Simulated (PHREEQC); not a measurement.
Model water analysis in mmol/kgw, 25 °C, pH 6.3, pe 11.2:

```
constituent           mmol/kgw
--------------------  --------
Na                        6.82
K                        0.012
Ca                        2.16
Mg                        3.14
Cl                        9.51
S(6)                      0.92
Alkalinity (meq/kgw)      5.95
Sr                       0.449
N(5)                    0.0118
Cd                     0.00775
Si                     0.00177
```

Cl is adjusted to close the charge balance.
Valence states are taken as typed.

Equilibrium calculation in PHREEQC: ion-association model, phreeqc.dat.

This is a speciation only: nothing precipitates in the calculation.

Problem. Order these Cd species by the share of Cd that they hold, largest first: CdSO4, CdHCO3+, Cd+2, CdCl2, CdCl+.

Solution. Cd+2 (58 %), CdCl+ (32 %), CdHCO3+ (5.8 %), CdSO4 (3.4 %), CdCl2 (1.0 %)

Problem. Order these Sr species by the share of Sr that they hold, largest first: SrHCO3+, SrSO4, Sr+2.

Solution. Sr+2 (92 %), SrHCO3+ (4.6 %), SrSO4 (3.8 %)

The pH is 6.30 and the ionic strength 0.0236 mol/kgw. Saturation is exceeded, for instance for Otavite; the values hold only as long as no solid forms. Species that the database lacks are ignored.
